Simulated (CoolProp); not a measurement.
Properties of octamethyltrisiloxane (MDM) along the isotherm 476.2 K.

Computed with CoolProp (reference Helmholtz-energy equation of state, Thol 2017).

```json
[
 {"p (kPa)": "22.7", "phase": "gas", "cp (kJ/(kg K))": "1.878", "cv (kJ/(kg K))": "1.841", "speed of sound (m/s)": "129.3", "isothermal compressibility (1/MPa)": "44.51"},
 {"p (kPa)": "40.4", "phase": "gas", "cp (kJ/(kg K))": "1.881", "cv (kJ/(kg K))": "1.842", "speed of sound (m/s)": "128.3", "isothermal compressibility (1/MPa)": "25.22"},
 {"p (kPa)": "71.9", "phase": "gas", "cp (kJ/(kg K))": "[?]", "cv (kJ/(kg K))": "1.845", "speed of sound (m/s)": "[?]", "isothermal compressibility (1/MPa)": "14.40"},
 {"p (kPa)": "128", "phase": "gas", "cp (kJ/(kg K))": "1.899", "cv (kJ/(kg K))": "1.850", "speed of sound (m/s)": "122.9", "isothermal compressibility (1/MPa)": "8.348"},
 {"p (kPa)": "227", "phase": "gas", "cp (kJ/(kg K))": "1.925", "cv (kJ/(kg K))": "1.859", "speed of sound (m/s)": "[?]", "isothermal compressibility (1/MPa)": "5.046"},
 {"p (kPa)": "404", "phase": "liquid", "cp (kJ/(kg K))": "2.268", "cv (kJ/(kg K))": "1.914", "speed of sound (m/s)": "[?]", "isothermal compressibility (1/MPa)": "0.01567"},
 {"p (kPa)": "719", "phase": "liquid", "cp (kJ/(kg K))": "2.261", "cv (kJ/(kg K))": "1.913", "speed of sound (m/s)": "[?]", "isothermal compressibility (1/MPa)": "0.01478"},
 {"p (kPa)": "1280", "phase": "liquid", "cp (kJ/(kg K))": "2.249", "cv (kJ/(kg K))": "1.913", "speed of sound (m/s)": "377.6", "isothermal compressibility (1/MPa)": "0.01345"},
 {"p (kPa)": "2270", "phase": "liquid", "cp (kJ/(kg K))": "2.232", "cv (kJ/(kg K))": "1.912", "speed of sound (m/s)": "401.9", "isothermal compressibility (1/MPa)": "0.01164"},
 {"p (kPa)": "4040", "phase": "liquid", "cp (kJ/(kg K))": "2.211", "cv (kJ/(kg K))": "1.911", "speed of sound (m/s)": "[?]", "isothermal compressibility (1/MPa)": "[?]"},
 {"p (kPa)": "7190", "phase": "liquid", "cp (kJ/(kg K))": "2.188", "cv (kJ/(kg K))": "1.910", "speed of sound (m/s)": "495.9", "isothermal compressibility (1/MPa)": "0.007177"}
]
```

Problem. Fill in the missing entries.

Solution. 
- 71.9, cp (kJ/(kg K)): 1.887
- 71.9, speed of sound (m/s): 126.5
- 227, speed of sound (m/s): 115.8
- 404, speed of sound (m/s): 353.4
- 719, speed of sound (m/s): 362.4
- 4040, speed of sound (m/s): 439.8
- 4040, isothermal compressibility (1/MPa): 0.009457
